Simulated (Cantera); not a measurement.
## Hydrocarbon pyrolysis for carbon deposition

An isothermal, constant-pressure homogeneous reactor starts with 3.57 % C2H6, 96.4 % N2, at 1200 K and 2670 Pa.

Cantera simulation using GRI-Mech 3.0 (53 species, 325 reactions); the numbers are that mechanism's predictions, not measurements. GRI-Mech 3.0 stops at C3 and has no aromatics, soot or wall deposition, so with more carbon than oxygen in the feed, carbon stays in small species such as C2H2 where larger ones or solid carbon would form. Radical loss at walls, strong at low pressure, is not modelled.

| t (s) | x C2H6 | x C2H2 | x CH4 | x C2H4 | x HCN | x H2 | x CH2 |
|---|---|---|---|---|---|---|---|
| 0.000100 | 0.0357 | <1e-12 | 1.11e-8 | 1.59e-9 | <1e-12 | 9.26e-10 | <1e-12 |
| 0.000359 | 0.0357 | <1e-12 | 1.41e-7 | 6.84e-8 | <1e-12 | 5.48e-8 | 4.31e-12 |
| 0.00129 | 0.0357 | 2.15e-11 | 1.73e-6 | 2.97e-6 | <1e-12 | 2.78e-6 | 1.20e-10 |
| 0.00464 | 0.0356 | 2.50e-8 | 1.89e-5 | 0.000107 | 1.06e-11 | 0.000104 | 2.08e-9 |
| 0.0167 | 0.0340 | 5.36e-6 | 0.000189 | 0.00147 | 3.68e-10 | 0.00141 | 1.19e-8 |
| 0.0599 | 0.0269 | 0.000168 | 0.00116 | 0.00755 | 1.05e-9 | 0.00735 | 1.41e-8 |
| 0.215 | 0.00973 | 0.00217 | 0.00425 | 0.0206 | 1.68e-9 | 0.0229 | 8.71e-9 |
| 0.774 | 0.000430 | 0.00958 | 0.00626 | 0.0211 | 1.95e-9 | 0.0372 | 5.68e-10 |
| 2.78 | 1.82e-5 | 0.0152 | 0.00631 | 0.0157 | 1.95e-9 | 0.0429 | 2.57e-11 |
| 10.0 | 2.13e-6 | 0.0194 | 0.00630 | 0.0114 | 1.94e-9 | 0.0470 | 3.09e-12 |
x: mole fraction; the columns are a selection and need not sum to one.

Equilibrium at this temperature and pressure: C2H6 6.69e-8, C2H2 0.0130, CH4 0.00234, C2H4 0.000262, HCN 0.0381, H2 0.0631, CH2 <1e-12 (gas phase only).
